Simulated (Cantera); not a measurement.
Charge: 1 mol Si3N4, 2.6 mol F2, 12 mol H2, equilibrated at 1198 K and 0.133 bar.

Method: chemical equilibrium by Gibbs-energy minimisation in Cantera with the NASA 1993 tables (ideal gas, pure condensed phases). Candidate condensed phases: Si, Si3N4; 37 gas species. The tables' values for SiF3 are old estimates; treat these amounts as uncertain. Kinetics and transport are ignored.

Base state: H2 0.845, SiF4 0.0901, N2 0.0611, HF 0.00190, SiHF3 0.00129, SiF3 0.000244 (mole fractions); condensed: Si3N4(s).

### Question
What changes in the equilibrium state with this change: temperature from 1198 K to 1525 K?

### Answer
```json
[
 {"species": "H2", "before": "0.845", "after": "0.836"},
 {"species": "SiF4", "before": "0.0901", "after": "0.0766"},
 {"species": "N2", "before": "0.0611", "after": "0.0626"},
 {"species": "SiF3", "before": "0.000244", "after": "0.0113"},
 {"species": "SiF2", "before": "7.27e-7", "after": "0.000909"},
 {"species": "H", "before": "4.79e-7", "after": "5.92e-5"},
 {"species": "SiH2F2", "before": "9.07e-6", "after": "0.000144"},
 {"species": "HF", "before": "0.00190", "after": "0.00762"},
 {"species": "Si3N4(s), mol", "before": "0.567", "after": "0.554"}
]
```
The tables' values for SiF3, SiF2 are old estimates; treat these amounts as uncertain.
